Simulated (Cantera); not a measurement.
# Equilibrium for roasting and sulfation: MgO + H₂S + N₂

Feed: 1 mol MgO, 0.15 mol H₂S, 31 mol N₂, held at 10.0 bar.

Equilibrium computed with Cantera from the NASA thermochemical tables; the gas is ideal and each condensed phase is pure. Candidate condensed phases: H₂O, H₂SO₄, Mg, MgO, Mg(OH)₂, MgS, MgSO₄, S; 43 gas species. Mutual solubility and eutectic melting of coexisting phases are not modelled. Gases not in the tables: S₃ to S₇. The numbers say what is thermodynamically allowed, not how fast it happens.

From 727 °C to 1627 °C the condensed part is MgO(s) + MgS(s).

| T (°C) | x N₂ | x H₂ | x H₂S | x S₂ | x H₂O | x SH | n MgO(s) | n MgS(s) |
|---|---|---|---|---|---|---|---|---|
| 727 | 0.995 | 0.000565 | 0.00408 | 0.000282 | 0.000170 | 3.27e-7 | 0.995 | 0.00529 |
| 827 | 0.995 | 0.00100 | 0.00359 | 0.000500 | 0.000217 | 1.31e-6 | 0.993 | 0.00676 |
| 927 | 0.994 | 0.00154 | 0.00302 | 0.000770 | 0.000247 | 3.98e-6 | 0.992 | 0.00771 |
| 1027 | 0.994 | 0.00212 | 0.00243 | 0.00106 | 0.000256 | 9.71e-6 | 0.992 | 0.00801 |
| 1127 | 0.994 | 0.00267 | 0.00188 | 0.00133 | 0.000247 | 2.00e-5 | 0.992 | 0.00772 |
| 1227 | 0.994 | 0.00314 | 0.00142 | 0.00156 | 0.000225 | 3.59e-5 | 0.993 | 0.00705 |
| 1327 | 0.993 | 0.00351 | 0.00107 | 0.00174 | 0.000198 | 5.81e-5 | 0.994 | 0.00623 |
| 1427 | 0.993 | 0.00379 | 0.000800 | 0.00187 | 0.000171 | 8.68e-5 | 0.995 | 0.00540 |
| 1527 | 0.993 | 0.00399 | 0.000604 | 0.00196 | 0.000146 | 0.000122 | 0.995 | 0.00460 |
| 1627 | 0.993 | 0.00413 | 0.000461 | 0.00202 | 0.000124 | 0.000163 | 0.996 | 0.00361 |
x: gas mole fraction; n: condensed amount in mol.
